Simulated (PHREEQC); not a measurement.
Make-up at 25 °C: 0.0094 mol FeSO4, 0.0059 mol NaF and 0.0013 mol NaCl per kg of water. Closed to the air; pH follows from the charge balance.

Equilibrium calculation in PHREEQC: ion-association model, wateq4f.dat.

```csv
quantity,before,after
pH,6.40,6.40
ionic strength (mol/kgw),0.0350,0.0472
SO4-2 (mol/kgw),0.00699,0.00706
F- (mol/kgw),0.00568,0.00566
NaSO4- (mol/kgw),0.000125,0.000306
NaF (mol/kgw),1.61e-5,4.03e-5
SI of Mirabilite (Na2SO4:10H2O),-5.79,-5.00
SI of Halite (NaCl),-6.77,-5.37
```

Which change was made?
(A) NaCl from 0.0013 to 0.0026 mol/kgw
(B) diluted 100-fold with water
(C) FeSO4 replaced by Rb2SO4 at the same molality
(D) diluted 10-fold with water
(E) NaCl from 0.0013 to 0.013 mol/kgw

E, NaCl from 0.0013 to 0.013 mol/kgw

This is a speciation only: nothing precipitates in the calculation. Fluoro complexes past AlF4- and FeF3 are missing from the database.
